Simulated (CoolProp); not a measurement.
Vapour-liquid equilibrium of n-butane (1) + cyclohexane (2) at 183 kPa; x and y are mole fractions of (1).

Values from CoolProp's multi-fluid Helmholtz-energy mixture model, Bücker 2006 and Zhou 2014; pair parameters Bell 2016.

| x | bubble temperature (K) | y at the bubble point | dew temperature at overall composition x (K) | liquid density (mol/L) |
|---|---|---|---|---|
| 0.05 | 365.7 | 0.250 | 373.2 | 8.439 |
| 0.15 | 348.6 | 0.587 | 369.6 | 8.721 |
| 0.25 | 334.4 | 0.770 | 365.6 | 8.973 |
| 0.35 | 323.1 | 0.868 | 361.3 | 9.190 |
| 0.45 | 314.3 | 0.920 | 356.4 | 9.375 |
| 0.55 | 307.5 | 0.951 | 350.9 | 9.535 |
| 0.65 | 302.1 | 0.969 | 344.4 | 9.673 |
| 0.75 | 297.8 | 0.982 | 336.3 | 9.793 |
| 0.85 | 294.1 | 0.990 | 325.5 | 9.897 |
| 0.95 | 290.8 | 0.997 | 307.7 | 9.989 |

No azeotrope shows between x = 0.05 and 0.95.

The pair parameters rest on a limited set of measurements; away from them the model extrapolates.
